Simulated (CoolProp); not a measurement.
Vapour-liquid equilibrium of n-hexane (1) + benzene (2) at 355.2 K; x and y are mole fractions of (1).

The numbers come from the multi-fluid Helmholtz-energy mixture model, Thol 2019 and Thol 2012; pair parameters Bell 2016 in CoolProp.

Problem. Give the bubble pressure and the first vapour's composition at x = 0.125, 0.425, 0.875. Is there an azeotrope?

Solution. x = 0.125: 0.1222 MPa, y = 0.218; x = 0.425: 0.1415 MPa, y = 0.514; x = 0.875: 0.1515 MPa, y = 0.878. y crosses x between x = 0.875 and 0.95: the model has an azeotrope there.

The pair parameters rest on a limited set of measurements; away from them the model extrapolates.
